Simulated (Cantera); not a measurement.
Feed: 1 mol trisilylamine, 0.34 mol NH3, a varied amount of H2, held at 1373.15 K and 9.00 Pa.

Equilibrium computed with Cantera from the NASA thermochemical tables; the gas is ideal and each condensed phase is pure. Candidate condensed phases: Si, Si3N4; 18 gas species. The feed counts by its element totals alone. Mutual solubility and eutectic melting of coexisting phases are not modelled. The numbers say what is thermodynamically allowed, not how fast it happens.

Task: Which condensed phases are stable at each of these points (n(H2) (mol)): 0.45, 0.72, 1.2, 1.9, 3, 4.8, 7.8, 13, 20, 32, 52?

Result: 
```json
[
 {"n(H2) (mol)": "0.45", "condensed phases": "Si(s) + Si3N4(s)", "Si condensed (%)": "100.0"},
 {"n(H2) (mol)": "0.72", "condensed phases": "Si(s) + Si3N4(s)", "Si condensed (%)": "100.0"},
 {"n(H2) (mol)": "1.2", "condensed phases": "Si(s) + Si3N4(s)", "Si condensed (%)": "100.0"},
 {"n(H2) (mol)": "1.9", "condensed phases": "Si(s) + Si3N4(s)", "Si condensed (%)": "100.0"},
 {"n(H2) (mol)": "3", "condensed phases": "Si(s) + Si3N4(s)", "Si condensed (%)": "100.0"},
 {"n(H2) (mol)": "4.8", "condensed phases": "Si(s) + Si3N4(s)", "Si condensed (%)": "100.0"},
 {"n(H2) (mol)": "7.8", "condensed phases": "Si(s) + Si3N4(s)", "Si condensed (%)": "100.0"},
 {"n(H2) (mol)": "13", "condensed phases": "Si(s) + Si3N4(s)", "Si condensed (%)": "100.0"},
 {"n(H2) (mol)": "20", "condensed phases": "Si(s)", "Si condensed (%)": "100.0"},
 {"n(H2) (mol)": "32", "condensed phases": "Si(s)", "Si condensed (%)": "100.0"},
 {"n(H2) (mol)": "52", "condensed phases": "Si(s)", "Si condensed (%)": "100.0"}
]
```

From 0.45 mol H2 to 13 mol H2 the condensed part is Si(s) + Si3N4(s). From 20 mol H2 to 52 mol H2 the condensed part is Si(s).
